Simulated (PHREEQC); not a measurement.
A solution holds 0.024 mol KNO3, 0.00047 mol LiNO3 and 0.022 mol Li2CO3 per kg of water, at 20 °C. Closed to the air; pH follows from the charge balance.

Computed with PHREEQC (ion-association model, wateq4f.dat).

Each row changes one thing in this solution. This is a speciation only: nothing precipitates in the calculation.

| case | pH | ionic strength (mol/kgw) | CO3-2 (mol/kgw) | HCO3- (mol/kgw) |
|---|---|---|---|---|
| as made | 11.22 | 0.0890 | 0.0205 | 0.00147 |
| KNO3 from 0.024 to 0.24 mol/kgw | 11.13 | 0.305 | 0.0206 | 0.00136 |
| diluted 10-fold with water | 10.81 | 0.00857 | 0.00172 | 0.000481 |
| LiNO3 left out | 11.22 | 0.0885 | 0.0205 | 0.00147 |
| diluted 5-fold with water | 10.95 | 0.0174 | 0.00371 | 0.000686 |
